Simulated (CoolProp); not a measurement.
Vapour-liquid equilibrium of n-hexane (1) + o-xylene (2) at 2.92 bar; x and y are mole fractions of (1).

Values from CoolProp's multi-fluid Helmholtz-energy mixture model, Thol 2019 and Zhou 2012; pair parameters Bell 2016.

```json
[
 {"x": "0.05", "bubble temperature (K)": "452.8", "y at the bubble point": "0.213", "dew temperature at overall composition x (K)": "460.4", "liquid density (mol/L)": "6.863"},
 {"x": "0.15", "bubble temperature (K)": "436.6", "y at the bubble point": "0.496", "dew temperature at overall composition x (K)": "455.8", "liquid density (mol/L)": "6.928"},
 {"x": "0.25", "bubble temperature (K)": "424.2", "y at the bubble point": "0.663", "dew temperature at overall composition x (K)": "450.9", "liquid density (mol/L)": "6.957"},
 {"x": "0.35", "bubble temperature (K)": "414.5", "y at the bubble point": "0.766", "dew temperature at overall composition x (K)": "445.5", "liquid density (mol/L)": "6.959"},
 {"x": "0.45", "bubble temperature (K)": "406.7", "y at the bubble point": "0.835", "dew temperature at overall composition x (K)": "439.6", "liquid density (mol/L)": "6.941"},
 {"x": "0.55", "bubble temperature (K)": "400.3", "y at the bubble point": "0.883", "dew temperature at overall composition x (K)": "433.0", "liquid density (mol/L)": "6.909"},
 {"x": "0.65", "bubble temperature (K)": "394.9", "y at the bubble point": "0.919", "dew temperature at overall composition x (K)": "425.3", "liquid density (mol/L)": "6.866"},
 {"x": "0.75", "bubble temperature (K)": "390.1", "y at the bubble point": "0.948", "dew temperature at overall composition x (K)": "416.2", "liquid density (mol/L)": "6.814"},
 {"x": "0.85", "bubble temperature (K)": "385.8", "y at the bubble point": "0.971", "dew temperature at overall composition x (K)": "404.8", "liquid density (mol/L)": "6.755"},
 {"x": "0.95", "bubble temperature (K)": "381.8", "y at the bubble point": "0.991", "dew temperature at overall composition x (K)": "389.7", "liquid density (mol/L)": "6.690"}
]
```

No azeotrope shows between x = 0.05 and 0.95.

Pair parameters are fitted to limited data, so mixtures are less certain than the pure fluids.
